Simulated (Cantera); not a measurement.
A closed system holds: 1 mol SrCl2, 9 mol H2O, 170 mol H2, held at 1402 °C and 1330 Pa.

Cantera equilibrium calculation (NASA polynomials, part measured and part estimated; ideal gas, pure solids and liquids). Candidate condensed phases: H2O, Sr, SrCl2, SrO, Sr(OH)2; 20 gas species. Condensed phases not in the tables: oxide chlorides. The numbers say what is thermodynamically allowed, not how fast it happens.

Base state: H2 0.943, H2O 0.0483, SrCl2 0.00385, HCl 0.00334, H 0.000977, SrCl 5.59e-5 (mole fractions); condensed: SrO(s).

Question: What changes in the equilibrium state with this change: temperature from 1402 °C to 1550 °C?

Answer: 
```csv
species,before,after
H2,0.943,0.940
H2O,0.0483,0.0486
SrCl2,0.00385,0.00388
H,0.000977,0.00364
HCl,0.00334,0.00305
Sr,5.83e-6,9.49e-5
SrOH,5.27e-6,4.35e-5
OH,2.42e-6,1.31e-5
"SrO(s), mol",0.294,0.225
```

Question: What changes in the equilibrium state with this change: SrCl2 replaced by MgCl2?

Answer: 
```
species        before     after
-----------  --------  --------
H2              0.943     0.943
H2O            0.0483    0.0446
HCl           0.00334    0.0110
SrCl2         0.00385         0
Mg                  0   9.09e-5
SrCl          5.59e-5         0
MgCl2               0   4.85e-5
H            0.000977  0.000977
SrO(s), mol     0.294         0
MgO(s), mol         0     0.974
```
Further candidate phases: Mg, MgCl2, MgO, Mg(OH)2.
